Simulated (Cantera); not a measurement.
Charge: 1 mol borazine, 7.4 mol H2O, 0.39 mol H2, equilibrated at 1.33 mbar.

Method: chemical equilibrium by Gibbs-energy minimisation in Cantera with the NASA 1993 tables (ideal gas, pure condensed phases). Candidate condensed phases: B, BN, B2O3, B3O3H3, H2O; 39 gas species. The feed counts by its element totals alone. Rates play no part. All values below are at 1802 °C.

Base state: H2 0.522, HBO2 0.155, H2O 0.129, N2 0.105, H 0.0527, B2O3 0.0217, BO 0.00610, HBO 0.00446 (mole fractions); condensed: gas only.

Task: What changes in the equilibrium state with this change: H2O from 7.4 to 0.86 mol?

Result: 
| species | before | after |
|---|---|---|
| H2 | 0.522 | 0.594 |
| N2 | 0.105 | 0.228 |
| BO | 0.00610 | 0.0620 |
| HBO2 | 0.155 | 2.27e-5 |
| H2O | 0.129 | 1.99e-6 |
| B2O3 | 0.0217 | 3.03e-5 |
| HBO | 0.00446 | 0.0484 |
| H | 0.0527 | 0.0562 |
| B2O | <1e-9 | 0.00109 |
| BH2 | <1e-9 | 0.000421 |
| B | <1e-9 | 0.000333 |
| B(s), mol | 0 | 2.13 |
The tables' values for BH2 are old estimates; treat these amounts as uncertain.
